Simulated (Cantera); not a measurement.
Cantera run, input and output.

```python
import numpy as np
import cantera as ct

gas = ct.Solution("gri30.yaml")
gas.TPX = 2175, 13332, {'NO': 1, 'N2': 17}
inlet = ct.Reservoir(gas, clone=True)

reactor = ct.IdealGasConstPressureReactor(gas, energy="off", clone=False)
exhaust = ct.Reservoir(gas, clone=True)
tau = [0.54, 0.23, 0.1, 0.044, 0.019, 0.0082, 0.0035, 0.0015, 0.00066, 0.00028, 0.00012][0]
for a, b in ((inlet, reactor), (reactor, exhaust)):
    ct.MassFlowController(a, b, mdot=lambda t: reactor.mass / tau)
net = ct.ReactorNet([reactor])
show = ['NO', 'N2', 'O2', 'N2O', 'NO2']

rows = []
print(f"{'tau/s':>10s}{'T/K':>9s}" + "".join(f"{s:>11s}" for s in show))
for tau in [0.54, 0.23, 0.1, 0.044, 0.019, 0.0082, 0.0035, 0.0015, 0.00066, 0.00028, 0.00012]:
    net.initial_time = 0.0
    net.advance(30 * tau)
    before = gas.X
    net.advance(40 * tau)
    drift = np.max(np.abs(gas.X - before) / (gas.X + 1e-9))
    rows.append([gas.T, *gas[show].X, drift])
    print(f"{tau:10.3e}{gas.T:9.1f}" + "".join(f"{x:11.3e}" for x in gas[show].X))
```

It prints:

```
     tau/s      T/K         NO         N2         O2        N2O        NO2
 5.400e-01   2175.0  4.451e-02  9.497e-01  5.271e-03  9.925e-07  3.511e-06
 2.300e-01   2175.0  5.175e-02  9.462e-01  1.743e-03  1.347e-06  2.557e-06
 1.000e-01   2175.0  5.434e-02  9.450e-01  5.071e-04  1.494e-06  1.677e-06
 4.400e-02   2175.0  5.518e-02  9.446e-01  1.276e-04  1.536e-06  9.849e-07
 1.900e-02   2175.0  5.545e-02  9.445e-01  2.591e-05  1.516e-06  4.817e-07
 8.200e-03   2175.0  5.552e-02  9.445e-01  4.753e-06  1.428e-06  2.087e-07
 3.500e-03   2175.0  5.554e-02  9.444e-01  8.110e-07  1.242e-06  8.275e-08
 1.500e-03   2175.0  5.555e-02  9.444e-01  1.334e-07  9.502e-07  3.036e-08
 6.600e-04   2175.0  5.555e-02  9.444e-01  2.251e-08  6.235e-07  1.050e-08
 2.800e-04   2175.0  5.555e-02  9.444e-01  3.539e-09  3.400e-07  3.129e-09
 1.200e-04   2175.0  5.556e-02  9.444e-01  5.928e-10  1.656e-07  8.402e-10
```

Detailed kinetics in Cantera: GRI-Mech 3.0 (53 species, 325 reactions).
